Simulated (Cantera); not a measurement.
# Thermodynamics of silicon epitaxy and polysilicon growth, feed Si2Cl6 + Cl2 + N2

A closed system holds: 1 mol Si2Cl6, 0.035 mol Cl2, 32 mol N2, equilibrated at 1550 K.

These are equilibrium values from Cantera (NASA tables, ideal gas, pure condensed phases), not measurements of a reactor. Candidate condensed phases: Si, Si3N4; 13 gas species. The feed counts by its element totals alone. The tables' values for SiCl3 are old estimates; treat these amounts as uncertain. Rates play no part.

```csv
P (Pa),x N2,x SiCl4,x SiCl2,x SiCl3,x Cl,x Cl2,x SiCl,x Si,n Si3N4(s)
100,0.934,0.0198,0.0252,0.0134,0.00733,8.21e-6,4.16e-7,2.95e-9,0
300,0.939,0.0222,0.0229,0.0135,0.00271,3.37e-6,3.41e-7,2.18e-9,0
880,0.940,0.0232,0.0221,0.0135,0.000961,1.24e-6,3.16e-7,1.94e-9,0
2600,0.941,0.0235,0.0218,0.0135,0.000330,4.32e-7,3.07e-7,1.87e-9,0
7700,0.941,0.0236,0.0217,0.0135,0.000112,1.47e-7,3.04e-7,1.84e-9,0
23000,0.943,0.0268,0.0169,0.0128,4.52e-5,7.16e-8,1.97e-7,9.88e-10,0.0295
68000,0.948,0.0341,0.00772,0.00972,2.55e-5,6.75e-8,5.39e-8,1.62e-10,0.0906
200000,0.951,0.0387,0.00334,0.00681,1.40e-5,6.02e-8,1.44e-8,2.67e-11,0.123
```
x: gas mole fraction; n: condensed amount in mol.

From 0.00100 bar to 0.0770 bar nothing is condensed. From 0.230 bar to 2.00 bar the condensed part is Si3N4(s). The main Si-bearing gas is SiCl2 at 0.00100 bar and SiCl4 at 2.00 bar.
